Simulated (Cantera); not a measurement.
Input (Python, Cantera) and output of one run.

```python
import numpy as np
import cantera as ct

gas_names = """
    C CN CO CO2 C2 CCN CNC C2N2 C2O C3 C3O2 C4 C4N2 C5 N NCO NO NO2 NO3 N2 N2O O O2 O3 Si SiC SiC2 SiN
    SiO SiO2 Si2 Si2C Si2N Si3
""".split()
cond_names = """
    C(gr) Si(cr) Si(L) SiC(b) SiO2(Lqz) SiO2(hqz) SiO2(L) Si2N2O(s) Si3N4(a)
""".split()


# ... load() reads the species with a 1 bar reference pressure and builds the phases ...
atoms = {
    'Si3N4': {'Si': 3, 'N': 4},
    'CO2': {'C': 1, 'O': 2},
    'N2': {'N': 2},
}
top_T = {'C(gr)': 4500, 'SiC(b)': 3050, 'Si2N2O(s)': 2100, 'Si3N4(a)': 2400}  # K; cautious upper limits of use, not melting points


# ... equilibrate(T, P, feed) seeds the gas with the atoms and calls Mixture.equilibrate('TP', solver="vcs", rtol=1e-11, max_steps=5000) ...
results = []
feed = {'Si3N4': 1, 'CO2': 0.12, 'N2': 40}  # mol
T = 1798.15  # K
P = 30  # Pa
mix = equilibrate(T, P, feed)
results.append((T, P, feed, dict(zip(mix.species_names, mix.species_moles))))
x = sorted(zip(gas.X, gas.species_names), reverse=True)
print(f"T = {T:g} K  P = {P:g} Pa  gas = {mix.phase_moles(0):.4g} mol")
print("   x: " + "  ".join(f"{s} {v:.3e}" for v, s in x if v > 1e-05))
print("   condensed (mol): " + ("  ".join(f"{mix.phase(i).name} {mix.phase_moles(i):.4g}"
      for i in range(1, mix.n_phases) if mix.phase_moles(i) > 1e-12) or "none"))
```

Result:

```
T = 1798.15 K  P = 30 Pa  gas = 42.69 mol
   x: N2 9.837e-01  Si 1.030e-02  SiO 5.096e-03  CO 5.259e-04  Si2N 1.270e-04  Si2C 1.084e-04  SiN 7.882e-05  Si2 6.192e-05  Si3 1.475e-05
   condensed (mol): Si(L) 2.219  SiC(b) 0.09291
```

Cantera equilibrium calculation (NASA polynomials, part measured and part estimated; ideal gas, pure solids and liquids). Mutual solubility and eutectic melting of coexisting phases are not modelled. The tables' values for SiN are old estimates; treat these amounts as uncertain.
